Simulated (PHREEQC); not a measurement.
NaOH is added in steps, without added water, to 1 kg of water holding 0.025 mol ZnSO4 and 0.001 mol HCl, at 20 °C. O2 is buffered at 0.21 atm. CO2 from the air is kept out. Precipitation was switched off in this run.

Base run: PHREEQC, ion-association model, wateq4f.dat. Each further column changes one thing. The table gives pH.

| NaOH added (mol) | base | ZnSO4 replaced by (NH4)2SO4 at the same molality | diluted 5-fold with water | ZnSO4 from 0.025 to 0.0125 mol/kgw | solids may form |
|---|---|---|---|---|---|
| 0 | 3.26 | 3.32 | 3.82 | 3.19 | 3.26 |
| 0.012 | 8.45 | 8.99 | 10.91 | 8.64 | 6.65 |
| 0.028 | 8.80 | 9.61 | 12.18 | 10.61 | 6.92 |
| 0.04 | 9.07 | 10.09 | 12.44 | 11.70 | 7.76 |
| 0.056 | 10.73 | 11.79 | 12.65 | 12.23 | 11.76 |
| 0.068 | 11.43 | 12.29 | 12.76 | 12.45 | 12.29 |
| 0.084 | 11.94 | 12.57 | 12.87 | 12.64 | 12.57 |
| 0.096 | 12.20 | 12.70 | 12.94 | 12.74 | 12.70 |

In at least one series the solution becomes supersaturated in solids that the run did not let form, among them Zn(OH)2-e, Zn4(OH)6SO4, Zn5(OH)8Cl2.  Solids allowed in the column 'solids may form': Zn(OH)2-e, Zn4(OH)6SO4, Zn5(OH)8Cl2, Halite, Mirabilite, Goslarite.
